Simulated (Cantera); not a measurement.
Charge: 1 mol SiH4, 0.4 mol C2H2, 68 mol H2, at 75.0 Torr.

Cantera equilibrium calculation (NASA polynomials, part measured and part estimated; ideal gas, pure solids and liquids). Candidate condensed phases: C, C6H6, C7H8, C8H18, Si, SiC; 87 gas species. Mutual solubility and eutectic melting of coexisting phases are not modelled. Gases not in the tables: Si2H6 and higher silanes. Rates play no part.

### Question
At 1500 °C, list the 4 most abundant gas species with their mole fractions, and the condensed phases.

### Answer
H2 0.999, H 0.000899, SiH2 2.47e-5, Si 2.13e-5. Condensed: Si(l) + SiC(s).
